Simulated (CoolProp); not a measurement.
Properties of hydrogen chloride along the isobar 0.101 MPa.

The numbers come from the reference Helmholtz-energy equation of state, Thol 2018 in CoolProp.

```json
[
 {"T (°C)": "-63.35", "phase": "gas", "Z": "0.9803", "cp (kJ/(kg K))": "0.8439", "expansivity (1/kK)": "5.115", "fugacity coefficient": "0.9806"},
 {"T (°C)": "-50.15", "phase": "gas", "Z": "0.9842", "cp (kJ/(kg K))": "0.8349", "expansivity (1/kK)": "4.742", "fugacity coefficient": "0.9844"},
 {"T (°C)": "-36.85", "phase": "gas", "Z": "0.9871", "cp (kJ/(kg K))": "0.8276", "expansivity (1/kK)": "4.425", "fugacity coefficient": "0.9872"},
 {"T (°C)": "-23.55", "phase": "gas", "Z": "0.9893", "cp (kJ/(kg K))": "0.8218", "expansivity (1/kK)": "4.154", "fugacity coefficient": "0.9894"},
 {"T (°C)": "-10.25", "phase": "gas", "Z": "0.9910", "cp (kJ/(kg K))": "0.8173", "expansivity (1/kK)": "3.919", "fugacity coefficient": "0.9911"},
 {"T (°C)": "3.05", "phase": "gas", "Z": "0.9924", "cp (kJ/(kg K))": "0.8138", "expansivity (1/kK)": "3.712", "fugacity coefficient": "0.9924"},
 {"T (°C)": "16.25", "phase": "gas", "Z": "0.9934", "cp (kJ/(kg K))": "0.8110", "expansivity (1/kK)": "3.529", "fugacity coefficient": "0.9935"},
 {"T (°C)": "29.55", "phase": "gas", "Z": "0.9943", "cp (kJ/(kg K))": "0.8089", "expansivity (1/kK)": "3.363", "fugacity coefficient": "0.9943"},
 {"T (°C)": "42.85", "phase": "gas", "Z": "0.9950", "cp (kJ/(kg K))": "0.8072", "expansivity (1/kK)": "3.214", "fugacity coefficient": "0.9951"},
 {"T (°C)": "56.15", "phase": "gas", "Z": "0.9956", "cp (kJ/(kg K))": "0.8059", "expansivity (1/kK)": "3.078", "fugacity coefficient": "0.9957"}
]
```
